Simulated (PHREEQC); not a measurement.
Consider water at 20 °C with 0.0093 mol LiOH and 0.0035 mol Na2CO3 per kg of water. Closed to the air; pH follows from the charge balance.

The numbers come from PHREEQC with the ion-association model, phreeqc.dat.

```tsv
quantity	before	after
pH	12.07	12.25
CO3-2 (mol/kgw)	0.00327	0.00332
NaCO3- (mol/kgw)	0.000191	0.000150
HCO3- (mol/kgw)	4.42e-5	3.37e-5
NaHCO3 (mol/kgw)	1.33e-7	1.05e-7
```

### Question
What was changed between the two runs?
(A) temperature from 20 to 60 °C
(B) diluted 5-fold with water
(C) temperature from 20 to 15 °C
(D) diluted 100-fold with water
(E) diluted 2-fold with water

### Answer
C, temperature from 20 to 15 °C

This is a speciation only: nothing precipitates in the calculation.
